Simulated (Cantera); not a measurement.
Cantera run:

```python
import numpy as np
import cantera as ct

gas_names = [...]  # 113 gases of nasa_gas.yaml made of C, H, O, Pb
cond_names = """
    C(gr) C6H6(L) C7H8(L) C8H18(L),n-octa H2O(s) H2O(L) Pb(cr) Pb(L) PbO(rd) PbO(yw) PbO(L) PbO2(s)
    Pb3O4(s)
""".split()


# ... load() reads the species with a 1 bar reference pressure and builds the phases ...
atoms = {
    'PbO': {'Pb': 1, 'O': 1},
    'C': {'C': 1},
    'H2': {'H': 2},
    'CO': {'C': 1, 'O': 1},
}
top_T = {'C(gr)': 4500, 'Pb3O4(s)': 820}  # K; cautious upper limits of use, not melting points


# ... equilibrate(T, P, feed) seeds the gas with the atoms and calls Mixture.equilibrate('TP', solver="vcs", rtol=1e-11, max_steps=5000) ...
results = []
feed = {'PbO': 1, 'C': 1.2, 'H2': 0.12, 'CO': 11}  # mol
P = 10000  # Pa
for T in [973, 1023, 1073, 1123, 1173, 1223, 1273, 1323]:
    mix = equilibrate(T, P, feed)
    results.append((T, P, feed, dict(zip(mix.species_names, mix.species_moles))))
    x = sorted(zip(gas.X, gas.species_names), reverse=True)
    print(f"T = {T:g} K  P = {P:g} Pa  gas = {mix.phase_moles(0):.4g} mol")
    print("   x: " + "  ".join(f"{s} {v:.3e}" for v, s in x if v > 1e-05))
    print("   condensed (mol): " + ("  ".join(f"{mix.phase(i).name} {mix.phase_moles(i):.4g}"
          for i in range(1, mix.n_phases) if mix.phase_moles(i) > 1e-12) or "none"))
```

Result:

```
T = 973 K  P = 10000 Pa  gas = 11.19 mol
   x: CO 9.067e-01  CO2 8.247e-02  H2 1.015e-02  H2O 5.723e-04  Pb 8.748e-05
   condensed (mol): C(gr) 1.129  Pb(L) 0.999
T = 1023 K  P = 10000 Pa  gas = 11.74 mol
   x: CO 9.568e-01  CO2 3.275e-02  H2 9.963e-03  Pb 2.666e-04  H2O 2.609e-04
   condensed (mol): C(gr) 0.5873  Pb(L) 0.9969
T = 1073 K  P = 10000 Pa  gas = 11.97 mol
   x: CO 9.758e-01  CO2 1.341e-02  H2 9.901e-03  Pb 7.308e-04  H2O 1.256e-04
   condensed (mol): C(gr) 0.362  Pb(L) 0.9913
T = 1123 K  P = 10000 Pa  gas = 12.07 mol
   x: CO 9.824e-01  H2 9.877e-03  CO2 5.828e-03  Pb 1.827e-03  H2O 6.403e-05
   condensed (mol): C(gr) 0.2711  Pb(L) 0.9779
T = 1173 K  P = 10000 Pa  gas = 12.14 mol
   x: CO 9.832e-01  H2 9.851e-03  Pb 4.218e-03  CO2 2.697e-03  H2O 3.438e-05
   condensed (mol): C(gr) 0.2331  Pb(L) 0.9488
T = 1223 K  P = 10000 Pa  gas = 12.21 mol
   x: CO 9.798e-01  H2 9.805e-03  Pb 9.075e-03  CO2 1.321e-03  H2O 1.930e-05
   condensed (mol): C(gr) 0.2164  Pb(L) 0.8891
T = 1273 K  P = 10000 Pa  gas = 12.34 mol
   x: CO 9.712e-01  Pb 1.836e-02  H2 9.715e-03  CO2 6.779e-04  H2O 1.122e-05
   condensed (mol): C(gr) 0.2085  Pb(L) 0.7735
T = 1323 K  P = 10000 Pa  gas = 12.56 mol
   x: CO 9.549e-01  Pb 3.516e-02  H2 9.549e-03  CO2 3.603e-04
   condensed (mol): C(gr) 0.2046  Pb(L) 0.5584
```

Equilibrium computed with Cantera from the NASA thermochemical tables; the gas is ideal and each condensed phase is pure.
